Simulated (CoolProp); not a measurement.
Vapour-liquid equilibrium of carbon dioxide (1) + C2F6 (R116) (2) at -22.95 °C; x and y are mole fractions of (1).

Values from CoolProp's multi-fluid Helmholtz-energy mixture model, Span 1996 and Lemmon 2006; pair parameters Bell 2016.

Give the bubble pressure and the first vapour's composition at x = 0.25, 0.55, 0.75. Is there an azeotrope?

x = 0.25: 1499 kPa, y = 0.448; x = 0.55: 1886 kPa, y = 0.668; x = 0.75: 1968 kPa, y = 0.764. y crosses x between x = 0.75 and 0.85: the model has an azeotrope there.

Pair parameters are fitted to limited data, so mixtures are less certain than the pure fluids.
